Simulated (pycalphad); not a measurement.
Source of the numbers: pycalphad with the COST 507 light-alloy database (1999); pressure 1 atm. The database dates from 1999; later assessments differ in places, in temperatures and in the compounds included. Phase fractions are per mole of atoms.

Q: Give the equilibrium state of Si-52.61Sn (wt.%) at 1430 K.

A: 
```
T = 1430.00 K, P = 101325 Pa, N = 1 mol of atoms
G = -66615 J/mol, H = 32475 J/mol, S = 69.29 J/(mol K)  (SER reference)
chemical potentials (J/mol): Si -52924, Sn -118743
phase             fraction      x(Si)      x(Sn)
DIAMOND_A4          0.7707     1.0000   3.12e-07
LIQUID              0.2293     0.0930     0.9070
```

DIAMOND_A4 is diamond (Si).
